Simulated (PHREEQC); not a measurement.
NaOH is added in steps, without added water, to 1 kg of water holding 0.12 mol/kgw HF, 0.00066 mol/kgw NH4F and 8.7e-05 mol/kgw HCl, at 25 °C. O2 is buffered at 0.21 atm. The system is closed to CO2. Precipitation was switched off in this run.

Base run: PHREEQC, ion-association model, wateq4f.dat. Each further column changes one thing. The table gives pH.

| NaOH added (mol) | base | HF left out | NH4F from 0.00066 to 0.00132 mol/kgw | NH4F left out | solids may form |
|---|---|---|---|---|---|
| 0 | 2.10 | 4.35 | 2.11 | [?] | 2.10 |
| 0.00975 | 2.33 | 11.91 | 2.35 | 2.32 | 2.33 |
| 0.0195 | 2.54 | 12.21 | 2.55 | [?] | 2.54 |
| 0.02925 | 2.71 | 12.38 | 2.72 | 2.70 | 2.71 |
| 0.039 | 2.87 | 12.50 | 2.87 | 2.86 | 2.87 |
| 0.04875 | 3.01 | 12.59 | 3.01 | [?] | 3.01 |
| 0.0585 | 3.15 | 12.67 | 3.15 | 3.14 | 3.15 |
| 0.0715 | 3.33 | 12.75 | 3.34 | 3.33 | 3.33 |
| 0.08125 | 3.49 | 12.80 | 3.49 | 3.49 | 3.49 |
| 0.091 | 3.67 | 12.84 | 3.67 | 3.66 | 3.67 |
| 0.1008 | 3.89 | 12.88 | 3.90 | 3.89 | 3.89 |
| 0.1105 | 4.25 | 12.92 | 4.25 | 4.24 | 4.25 |
| 0.1202 | 8.84 | [?] | 8.49 | 10.09 | 8.84 |
| 0.13 | 11.84 | 12.98 | 11.81 | 11.87 | 11.84 |

Question: What belongs in the gaps?

Answer: 
- 0, NH4F left out: 2.08
- 0.0195, NH4F left out: 2.53
- 0.04875, NH4F left out: 3.00
- 0.1202, HF left out: 12.95

wateq4f.dat counts part of the HF as a dimer, H2F2, which phreeqc.dat doesn't know; its constant is uncertain.  Solids allowed in the column 'solids may form': Halite.
